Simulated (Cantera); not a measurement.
An isothermal, constant-pressure homogeneous reactor starts with 35.5 % CH₄, 14.9 % H₂O, 49.6 % H₂, at 2200 K and 4.93 atm.

Computed with Cantera and GRI-Mech 3.0 (53 species, 325 reactions). GRI-Mech 3.0 stops at C3 and has no aromatics, soot or wall deposition, so with more carbon than oxygen in the feed, carbon stays in small species such as C2H2 where larger ones or solid carbon would form.

One state of this run: x CH₄ = 0.00497; x H₂O = 4.14e-6; x H₂ = 0.827; x C₂H₆ = 6.40e-7; x OH = 1.61e-9. x: mole fraction; the columns are a selection and need not sum to one.

Which value of t (s) does it belong to?
A) 0.000224
B) 0.447
C) 0.00150
D) 3.34e-5

B, 0.447
